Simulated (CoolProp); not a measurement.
Vapour-liquid equilibrium of carbon dioxide (1) + R152A (2) at 0.612 MPa; x and y are mole fractions of (1).

The numbers come from the multi-fluid Helmholtz-energy mixture model, Span 1996 and Outcalt 1996; pair parameters Bell 2016 in CoolProp.

| x | bubble temperature, mixture model (K) | bubble temperature, Raoult's law (K) | y, mixture model | y, Raoult's law |
|---|---|---|---|---|
| 0.05 | 287.3 | 285.0 | 0.308 | 0.385 |
| 0.15 | 268.9 | 266.5 | 0.655 | 0.713 |
| 0.25 | 256.2 | 254.6 | 0.808 | 0.842 |
| 0.35 | 247.2 | 246.3 | 0.884 | 0.905 |
| 0.45 | 240.5 | 239.9 | 0.926 | 0.941 |
| 0.55 | 235.4 | 234.9 | 0.951 | 0.962 |
| 0.65 | 231.1 | 230.8 | 0.968 | 0.976 |
| 0.75 | 227.6 | 227.3 | 0.981 | 0.986 |
| 0.85 | 224.5 | 224.3 | 0.990 | 0.993 |
| 0.95 | 221.8 | 221.7 | 0.997 | 0.998 |

The largest gap from Raoult's law is +2.4 K in bubble temperature, at x = 0.15. No azeotrope shows between x = 0.05 and 0.95.

Pair parameters are fitted to limited data, so mixtures are less certain than the pure fluids.
